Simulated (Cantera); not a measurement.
Feed: 1 mol Al₂O₃, 0.25 mol HCl, held at 72.0 mbar.

These are equilibrium values from Cantera (NASA tables, ideal gas, pure condensed phases), not measurements of a reactor. Candidate condensed phases: Al, AlCl₃, Al₂O₃, H₂O; 29 gas species. The numbers say what is thermodynamically allowed, not how fast it happens.

**Question.** At 1400 K, list the 5 most abundant gas species with their mole fractions, and the condensed phases.

**Answer.** HCl 0.994, H₂O 0.00268, AlCl₃ 0.00178, Cl 0.000731, H₂ 0.000413. Condensed: Al₂O₃(s).
